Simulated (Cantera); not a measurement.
## Pyrogenic steam for wet oxidation

A perfectly stirred reactor is fed with H₂ : O₂ : N₂ = 0.85 : 1 : 3.3 (molar parts), equivalence ratio 0.42, at 15000 Pa; it is held at 1025 K, and followed from long to short residence time.

Cantera simulation using the H2/O2 subset of GRI-Mech 3.0, which has no nitrogen chemistry; the numbers are that mechanism's predictions, not measurements. The temperature is held fixed by assumption; the heat of reaction is taken as removed at once.

```tsv
τ (s)	x H₂	x O₂	x H₂O	x H₂O₂	x H	x O
0.45	0.00112	0.122	0.179	1.31e-6	3.67e-5	0.000100
0.22	0.00170	0.122	0.178	1.49e-6	7.47e-5	0.000160
0.11	0.00253	0.123	0.177	1.63e-6	0.000148	0.000247
0.051	0.00388	0.123	0.175	1.77e-6	0.000317	0.000396
0.025	0.00573	0.124	0.173	1.88e-6	0.000635	0.000605
0.012	0.00849	0.125	0.169	1.97e-6	0.00129	0.000923
0.0058	0.0125	0.127	0.164	2.01e-6	0.00256	0.00138
0.0028	0.0183	0.129	0.156	2.00e-6	0.00495	0.00204
0.0014	0.0262	0.133	0.145	1.92e-6	0.00888	0.00290
```
x: mole fraction; the columns are a selection and need not sum to one.
